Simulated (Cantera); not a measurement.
A perfectly stirred reactor is fed with CH₄ : H₂ = 1 : 18 (molar parts), at 1.00 bar; it is held at 1650 K, and followed from long to short residence time.

Detailed kinetics in Cantera: GRI-Mech 3.0 (53 species, 325 reactions). GRI-Mech 3.0 stops at C3 and has no aromatics, soot or wall deposition, so with more carbon than oxygen in the feed, carbon stays in small species such as C2H2 where larger ones or solid carbon would form.

Task: Predict: x(CH₄) at τ = 25.0 s; x(H₂) at τ = 25.0 s; x(C₂H₄) at τ = 25.0 s; x(C₂H₂) at τ = 25.0 s; x(C₂H₆) at τ = 25.0 s; x(CH₄) at τ = 78.0 ms; x(H₂) at τ = 78.0 ms; x(C₂H₄) at τ = 78.0 ms; x(C₂H₂) at τ = 78.0 ms; x(C₂H₆) at τ = 78.0 ms.

Result: 
```
Item                      Result
----------------------  --------
x(CH₄) at τ = 25.0 s      0.0220
x(H₂) at τ = 25.0 s        0.963
x(C₂H₄) at τ = 25.0 s   0.000948
x(C₂H₂) at τ = 25.0 s     0.0136
x(C₂H₆) at τ = 25.0 s    2.85e-6
x(CH₄) at τ = 78.0 ms     0.0439
x(H₂) at τ = 78.0 ms       0.952
x(C₂H₄) at τ = 78.0 ms  0.000322
x(C₂H₂) at τ = 78.0 ms   0.00381
x(C₂H₆) at τ = 78.0 ms   6.27e-6
```
